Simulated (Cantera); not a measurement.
A diamond (100) surface in a fixed gas of H2 with x(CH4) = 0.0028, x(H) = 0.00052, at 900 K, 69.0 Torr; coverages are run to steady state.

Model: the Harris–Goodwin 1993 mechanism for the reconstructed diamond (100) surface, integrated in Cantera.

One state of this run: growth (µm/h) = 3.50; θ c6HH = 0.525; θ c6H* = 0.00783; θ c6*H = 0.219; θ c6** = 0.00289; θ c6HM = 0.197. θ: site fractions in the mechanism's names (c6HH fully hydrogenated, c6H* and c6*H radical sites, c6** diradical, c6HM methylated).

Task: Which value of x(CH3) does it belong to?
(A) 0.00039
(B) 1.3e-05
(C) 1e-06
(D) 0.00017

Result: D, 0.00017
